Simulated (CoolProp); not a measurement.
Saturation properties of CH3F (R41) (Tc = 44.1 °C, pc = 5906 kPa, ω = 0.200).

Computed with CoolProp (reference Helmholtz-energy equation of state, Lemmon 2006). It is a short technical equation, of lower accuracy than the large ones.

| T (°C) | p (kPa) | liquid density (kg/m³) | enthalpy of vaporisation (kJ/kg) | liquid cp (kJ/(kg K)) | vapour Z | surface tension (mN/m) |
|---|---|---|---|---|---|---|
| -107.05 | 15.27 | 938.5 | 524.7 | 2.060 | 0.9866 | 20.1 |
| -99.65 | 26.62 | 924.1 | 515.6 | 2.058 | 0.9812 | 18.9 |
| -92.35 | 43.82 | 909.7 | 506.3 | 2.059 | 0.9744 | 17.7 |
| -85.05 | 69.05 | 895.0 | 496.8 | 2.064 | 0.9662 | 16.5 |
| -77.65 | 105.3 | 879.7 | 486.7 | 2.073 | 0.9562 | 15.4 |
| -70.35 | 154.5 | 864.2 | 476.3 | 2.086 | 0.9446 | 14.2 |
| -63.05 | 220.0 | 848.3 | 465.4 | 2.103 | … | 13.1 |
| -55.65 | 306.6 | … | 453.7 | 2.126 | 0.9155 | 12.0 |
| -48.35 | 415.7 | 814.6 | 441.4 | 2.154 | 0.8979 | 10.9 |
| -41.05 | 552.2 | 796.9 | 428.4 | 2.190 | 0.8782 | 9.86 |
| -33.65 | 722.8 | 778.2 | 414.3 | 2.234 | 0.8557 | 8.81 |
| -26.35 | 927.3 | 758.9 | 399.3 | 2.288 | 0.8311 | 7.79 |
| -19.05 | 1172 | 738.5 | 383.1 | … | 0.8038 | 6.80 |
| -11.65 | 1467 | 716.5 | 365.1 | 2.441 | 0.7732 | 5.83 |

Q: Some entries are withheld; supply them.

A: 
- -63.05, vapour Z: 0.9312
- -55.65, liquid density (kg/m³): 831.6
- -19.05, liquid cp (kJ/(kg K)): 2.355

It boils at -78.4 °C under 1 atm.

Surface tension comes from a separate correlation (Mulero 2012).
